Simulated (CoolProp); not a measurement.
Vapour-liquid equilibrium of hydrogen sulfide (1) + benzene (2) at 301 K; x and y are mole fractions of (1).

Computed with CoolProp (multi-fluid Helmholtz-energy mixture model, Lemmon 2006 and Thol 2012; pair parameters Bell 2016).

Give the bubble pressure and the first vapour's composition at x = 0.125, 0.725, 0.875. Is there an azeotrope?

x = 0.125: 0.2531 MPa, y = 0.946; x = 0.725: 1.473 MPa, y = 0.995; x = 0.875: 1.835 MPa, y = 0.998. No azeotrope shows between x = 0.05 and 0.95.

Pair parameters are fitted to limited data, so mixtures are less certain than the pure fluids.
